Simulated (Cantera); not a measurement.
Input: 1 mol HgO, a varied amount of H2, held at 475 K and 1.95 Torr.

Cantera equilibrium calculation (NASA polynomials, part measured and part estimated; ideal gas, pure solids and liquids). Candidate condensed phases: H2O, Hg, HgO; 10 gas species. Kinetics and transport are ignored.

x: gas mole fraction; n: condensed amount in mol.

```json
[
 {"n(H2) (mol)": "0.39", "x Hg": "0.500", "x H2O": "0.500", "x H2": "<1e-12", "x O2": "0.000275", "n HgO(s)": "___"},
 {"n(H2) (mol)": "0.47", "x Hg": "0.500", "x H2O": "0.500", "x H2": "<1e-12", "x O2": "0.000275", "n HgO(s)": "___"},
 {"n(H2) (mol)": "0.58", "x Hg": "0.500", "x H2O": "0.500", "x H2": "<1e-12", "x O2": "0.000275", "n HgO(s)": "___"},
 {"n(H2) (mol)": "0.71", "x Hg": "0.500", "x H2O": "0.500", "x H2": "<1e-12", "x O2": "0.000275", "n HgO(s)": "___"},
 {"n(H2) (mol)": "0.86", "x Hg": "0.500", "x H2O": "0.500", "x H2": "<1e-12", "x O2": "0.000275", "n HgO(s)": "___"},
 {"n(H2) (mol)": "1.1", "x Hg": "0.476", "x H2O": "0.476", "x H2": "0.0476", "x O2": "<1e-12", "n HgO(s)": "0"},
 {"n(H2) (mol)": "1.3", "x Hg": "0.435", "x H2O": "0.435", "x H2": "0.130", "x O2": "<1e-12", "n HgO(s)": "0"},
 {"n(H2) (mol)": "1.6", "x Hg": "0.385", "x H2O": "0.385", "x H2": "0.231", "x O2": "<1e-12", "n HgO(s)": "0"},
 {"n(H2) (mol)": "1.9", "x Hg": "0.345", "x H2O": "0.345", "x H2": "0.310", "x O2": "<1e-12", "n HgO(s)": "0"}
]
```

Question: Some entries are withheld; supply them.

Answer: 
- 0.39, n HgO(s): 0.610
- 0.47, n HgO(s): 0.529
- 0.58, n HgO(s): 0.419
- 0.71, n HgO(s): 0.289
- 0.86, n HgO(s): 0.139
